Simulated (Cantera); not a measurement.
Charge: 1 mol CH3SiH3, 0.89 mol C2H2, 71 mol H2, held at 2000 Pa.

Cantera equilibrium calculation (NASA polynomials, part measured and part estimated; ideal gas, pure solids and liquids). Candidate condensed phases: C, C6H6, C7H8, C8H18, Si, SiC; 87 gas species. The feed counts by its element totals alone. Equilibrium is a limit: real reactors are often held back by kinetics, nucleation or transport.

Problem. At 1873 K, list the 5 most abundant gas species with their mole fractions, and the condensed phases.

Solution. H2 0.995, H 0.00455, C2H2 (acetylene) 0.000311, Si 1.46e-5, CH4 1.21e-5. Condensed: C(graphite) + SiC(s).
